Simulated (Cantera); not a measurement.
**Equilibrium for halide evaporation, hydrolysis and transport: SrCl2 + H2**

Input: 1 mol SrCl2, 0.31 mol H2, held at 925 K and 1.33 mbar.

Equilibrium computed with Cantera from the NASA thermochemical tables; the gas is ideal and each condensed phase is pure. Candidate condensed phases: Sr, SrCl2; 8 gas species. Rates play no part.

```json
{
  "x(H2)": "1.00",
  "n(SrCl2(s))": "1.00 mol",
  "gas_amount": "0.3100 mol",
  "log10 activity of Sr(s) (absent)": "-7.84"
}
```
